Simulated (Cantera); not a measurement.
Cantera with NASA thermochemical tables; ideal gases at 1 bar, condensed phases pure. Values are per mole of reaction as written; species without (g) are pure solids or liquids, kept so even where they would boil at 1 bar.

1.333 Ti + O2(g) → 0.6667 Ti2O3

| T (K) | ΔH° (kJ) | ΔS° (J/K) | ΔG° (kJ) | log10 K |
|---|---|---|---|---|
| 2448 | … | … | … | … |
| 2498 | … | … | … | … |
| 2548 | -936.3 | -141.0 | -577.0 | 11.83 |
| 2598 | -936.2 | -141.0 | -569.9 | 11.46 |
| 2648 | -936.0 | -140.9 | -562.9 | 11.10 |
| 2698 | -935.9 | -140.9 | -555.8 | 10.76 |
| 2748 | … | … | … | … |
| 2798 | … | … | … | … |
| 2848 | -935.5 | -140.7 | -534.7 | 9.81 |
| 2898 | -935.3 | -140.7 | -527.7 | 9.51 |
| 2948 | -935.2 | -140.6 | -520.6 | 9.23 |

Fill in the missing entries.


- 2448, ΔH° (kJ): -936.6
- 2448, ΔS° (J/K): -141.2
- 2448, ΔG° (kJ): -591.1
- 2448, log10 K: 12.61
- 2498, ΔH° (kJ): -936.5
- 2498, ΔS° (J/K): -141.1
- 2498, ΔG° (kJ): -584.0
- 2498, log10 K: 12.21
- 2748, ΔH° (kJ): -935.7
- 2748, ΔS° (J/K): -140.8
- 2748, ΔG° (kJ): -548.8
- 2748, log10 K: 10.43
- 2798, ΔH° (kJ): -935.6
- 2798, ΔS° (J/K): -140.8
- 2798, ΔG° (kJ): -541.8
- 2798, log10 K: 10.11
